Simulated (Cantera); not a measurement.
A Cantera script and what it prints.

```python
import numpy as np
import cantera as ct

gas_names = """
    AL ALCL ALCL2 ALCL3 ALN AL2 AL2CL6 CL CL2 N N2
""".split()
cond_names = """
    AL(cr) AL(L) ALCL3(s) ALCL3(L) ALN(s)
""".split()


# ... load() reads the species with a 1 bar reference pressure and builds the phases ...
atoms = {
    'AlN': {'AL': 1, 'N': 1},
    'Cl2': {'CL': 2},
}
top_T = {'ALN(s)': 2750}  # K; cautious upper limits of use, not melting points


# ... equilibrate(T, P, feed) seeds the gas with the atoms and calls Mixture.equilibrate('TP', solver="vcs", rtol=1e-11, max_steps=5000) ...
results = []
feed = {'AlN': 1, 'Cl2': 13}  # mol
T = 873.15  # K
P = 20000  # Pa
mix = equilibrate(T, P, feed)
results.append((T, P, feed, dict(zip(mix.species_names, mix.species_moles))))
x = sorted(zip(gas.X, gas.species_names), reverse=True)
print(f"T = {T:g} K  P = {P:g} Pa  gas = {mix.phase_moles(0):.4g} mol")
print("   x: " + "  ".join(f"{s} {v:.3e}" for v, s in x if v > 1e-06))
print("   condensed (mol): " + ("  ".join(f"{mix.phase(i).name} {mix.phase_moles(i):.4g}"
      for i in range(1, mix.n_phases) if mix.phase_moles(i) > 1e-12) or "none"))
```

It prints:

```
T = 873.15 K  P = 20000 Pa  gas = 12.99 mol
   x: CL2 8.853e-01  ALCL3 7.527e-02  N2 3.849e-02  AL2CL6 8.582e-04  CL 9.348e-05
   condensed (mol): none
```

Method: chemical equilibrium by Gibbs-energy minimisation in Cantera with the NASA 1993 tables (ideal gas, pure condensed phases).
